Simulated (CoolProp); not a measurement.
R143a along the isotherm 500 K: fugacity coefficient from the reference equation and from simpler models built on Tc = 345.9 K, pc = 3762 kPa, ω = 0.261; each cubic takes its own stable root.

Model: reference Helmholtz-energy equation of state, Lemmon and Jacobsen 2000, in CoolProp.

| p (kPa) | phase | reference |
|---|---|---|
| 4700 | supercritical | 0.8915 |
| 9400 | supercritical | 0.8024 |
| 14100 | supercritical | 0.7361 |
| 18800 | supercritical | 0.6919 |
| 23500 | supercritical | 0.6653 |
| 28200 | supercritical | 0.6515 |
| 32900 | supercritical | 0.6471 |
| 37600 | supercritical | 0.6499 |

Question: How far does each simpler model (Redlich-Kwong, Peng-Robinson) lie from the reference over these 8 states: mean and median of the absolute difference, and the worst?

Answer: 
- Redlich-Kwong: mean 3.0 %, median 3.2 %, worst -4.3 % at 500 K and 14100 kPa
- Peng-Robinson: mean 3.8 %, median 4.0 %, worst +7.4 % at 500 K and 37600 kPa
